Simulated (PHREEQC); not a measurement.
Polishing slurry liquid: speciation

Consider water at 25 °C with 0.28 mol/kgw KOH, 0.00073 mol/kgw KNO3 and 0.0001 mol/kgw CO2. Closed to the air; pH follows from the charge balance.

Equilibrium calculation in PHREEQC: ion-association model, wateq4f.dat.

- pH: 13.28
- ionic strength: 0.281 mol/kgw
- activity of water: 0.990
- total alkalinity: 280 meq/kg

```json
[
 {"species": "K+", "molality": "0.281", "activity": "0.193", "log γ": "-0.164"},
 {"species": "OH-", "molality": "0.280", "activity": "0.190", "log γ": "-0.168"},
 {"species": "NO3-", "molality": "0.000730", "activity": "0.000485", "log γ": "-0.178"},
 {"species": "CO3-2", "molality": "1.00e-4", "activity": "2.77e-5", "log γ": "-0.557"},
 {"species": "HCO3-", "molality": "4.25e-8", "activity": "3.08e-8", "log γ": "-0.139"}
]
```

This is a speciation only: nothing precipitates in the calculation.
